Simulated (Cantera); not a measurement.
# Hydrocarbon pyrolysis for carbon deposition

A perfectly stirred reactor is fed with 11.6 % CH4, 88.4 % N2, at 0.0227 atm; it is held at 1525 K, and followed from long to short residence time.

Detailed kinetics in Cantera: GRI-Mech 3.0 (53 species, 325 reactions). GRI-Mech 3.0 stops at C3 and has no aromatics, soot or wall deposition, so with more carbon than oxygen in the feed, carbon stays in small species such as C2H2 where larger ones or solid carbon would form. Radical loss at walls, strong at low pressure, is not modelled.

| τ (s) | x CH4 | x CH3 | x C2H4 | x CH2 | x C2H2 | x HCN | x C2H |
|---|---|---|---|---|---|---|---|
| 17 | 0.0327 | 0.000159 | 0.000211 | 3.09e-8 | 0.0371 | 2.69e-7 | 1.97e-8 |
| 8.0 | 0.0466 | 0.000212 | 0.000396 | 3.83e-8 | 0.0307 | 1.29e-7 | 1.54e-8 |
| 3.8 | 0.0622 | 0.000273 | 0.000713 | 4.68e-8 | 0.0234 | 5.82e-8 | 1.14e-8 |
| 1.8 | 0.0778 | 0.000336 | 0.00118 | 5.58e-8 | 0.0159 | 2.38e-8 | 7.82e-9 |
| 0.84 | 0.0920 | 0.000392 | 0.00170 | 6.33e-8 | 0.00904 | 8.09e-9 | 4.58e-9 |
| 0.40 | 0.103 | 0.000416 | 0.00185 | 6.30e-8 | 0.00383 | 2.03e-9 | 2.02e-9 |
| 0.19 | 0.111 | 0.000368 | 0.00118 | 4.62e-8 | 0.000903 | 2.58e-10 | 4.96e-10 |
| 0.089 | 0.115 | 0.000242 | 0.000325 | 2.00e-8 | 8.93e-5 | 1.40e-11 | 5.76e-11 |
| 0.042 | 0.116 | 0.000130 | 5.02e-5 | 5.91e-9 | 5.29e-6 | <1e-12 | 5.31e-12 |
| 0.020 | 0.116 | 6.49e-5 | 6.29e-6 | 1.52e-9 | 2.79e-7 | <1e-12 | <1e-12 |
| 0.0094 | 0.116 | 3.12e-5 | 6.94e-7 | 3.60e-10 | 1.35e-8 | <1e-12 | <1e-12 |
x: mole fraction; the columns are a selection and need not sum to one.
